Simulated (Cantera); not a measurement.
Input: 1 mol C, 0.053 mol NH3, 0.38 mol H2, equilibrated at 2600 K and 0.563 Torr.

Method: chemical equilibrium by Gibbs-energy minimisation in Cantera with the NASA 1993 tables (ideal gas, pure condensed phases). Candidate condensed phases: C, C6H6, C7H8, C8H18; 92 gas species. Kinetics and transport are ignored.

Base state: H 0.701, H2 0.250, N2 0.0300, HCN 0.00780, C2H2 (acetylene) 0.00405, C3 0.00295, CN 0.00145, HNC 0.00102 (mole fractions); condensed: C(graphite).

Problem. What changes in the equilibrium state with this change: 0.29 mol CO2 added?

Solution. 
```
species            before    after
----------------  -------  -------
H                   0.701    0.450
CO                      0    0.419
H2                  0.250    0.103
N2                 0.0300   0.0165
C2H2 (acetylene)  0.00405  0.00167
C4H2              2.72e-5  1.12e-5
C(graphite), mol    0.977    0.682
```
Further candidate phases: H2O.
